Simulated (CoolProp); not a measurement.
R142b at 293.15 K and 0.0938 MPa is throttled through a valve to 0.00355 MPa with no heat exchange. Each further row changes one setting.

Computed with CoolProp (reference Helmholtz-energy equation of state, Lemmon 2006). It is a short technical equation, of lower accuracy than the large ones.

```json
[
 {"case": "as stated", "temperature change (K)": "-2.6", "final density (kg/m³)": "[?]"},
 {"case": "outlet pressure 0.00106 MPa", "temperature change (K)": "-2.6", "final density (kg/m³)": "[?]"},
 {"case": "outlet pressure 0.00462 MPa", "temperature change (K)": "[?]", "final density (kg/m³)": "0.192"}
]
```

### Question
What belongs in the gaps?

### Answer

- as stated, final density (kg/m³): 0.148
- outlet pressure 0.00106 MPa, final density (kg/m³): 0.0441
- outlet pressure 0.00462 MPa, temperature change (K): -2.5
